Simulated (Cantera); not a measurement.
A Cantera script and what it prints.

```python
import numpy as np
import cantera as ct

gas_names = """
    CS2
""".split()
cond_names = """
    Ca(a) Ca(b) Ca(L) CaS(s) C(gr)
""".split()


# ... load() reads the species with a 1 bar reference pressure and builds the phases ...
species = {s.name: s for s in load("nasa_gas.yaml", gas_names) + load("nasa_condensed.yaml", cond_names)}
# Each term lists the table entries of one substance; the one whose range holds T is used.
reactions = {
    '2 Ca + CS2(g) = 2 CaS + C':
        [(-2, ['Ca(a)', 'Ca(b)', 'Ca(L)']), (-1, ['CS2']), (2, ['CaS(s)']), (1, ['C(gr)'])],
}


def pick(names, T):
    return next(species[n] for n in names if species[n].thermo.min_temp <= T <= species[n].thermo.max_temp)


results = []
for label, terms in reactions.items():
    print(label)
    print("     T/K   dH/kJ  dS/(J/K)   dG/kJ   log10 K")
    for T in [623, 773, 923, 1073, 1223, 1373, 1523, 1673]:
        used = [(nu, pick(names, T)) for nu, names in terms]
        dH = sum(nu * s.thermo.h(T) for nu, s in used) / 1e6
        dS = sum(nu * s.thermo.s(T) for nu, s in used) / 1e3
        dG = dH - T * dS / 1e3
        logK = -dG * 1e6 / (ct.gas_constant * T * np.log(10))
        results.append((label, T, dH, dS, dG, logK, [s.name for _, s in used]))
        print(f"{T:8g} {dH:8.1f} {dS:8.1f} {dG:8.1f} {logK:8.2f}")
```

It prints:

```
2 Ca + CS2(g) = 2 CaS + C
     T/K   dH/kJ  dS/(J/K)   dG/kJ   log10 K
     623  -1061.5   -199.8   -937.0    78.56
     773  -1062.7   -201.4   -907.0    61.29
     923  -1061.5   -200.1   -876.9    49.62
    1073  -1060.7   -199.3   -846.9    41.23
    1223  -1078.2   -214.9   -815.4    34.82
    1373  -1078.6   -215.2   -783.1    29.79
    1523  -1078.9   -215.4   -750.8    25.75
    1673  -1079.0   -215.5   -718.5    22.43
```

Standard-state values (1 bar) from the NASA 1993 polynomials, evaluated with Cantera. Condensed species are held in their standard states even where they would react or evaporate.
